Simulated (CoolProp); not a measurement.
The numbers come from the reference Helmholtz-energy equation of state, Zhou 2012 in CoolProp.

For m-xylene, give the phase and the density (kg/m³), speed of sound (m/s), expansivity (1/kK), conductivity (mW/(m K)) at 620 K and 4.92 MPa; 620 K and 5.3 MPa.


- 620 K and 4.92 MPa: supercritical; density 451, speed of sound 217, expansivity 8.04, conductivity 75.2
- 620 K and 5.3 MPa: supercritical; density 462, speed of sound 236, expansivity 6.84, conductivity 75.4

Thermal conductivity comes from a separate model (Mylona 2014).
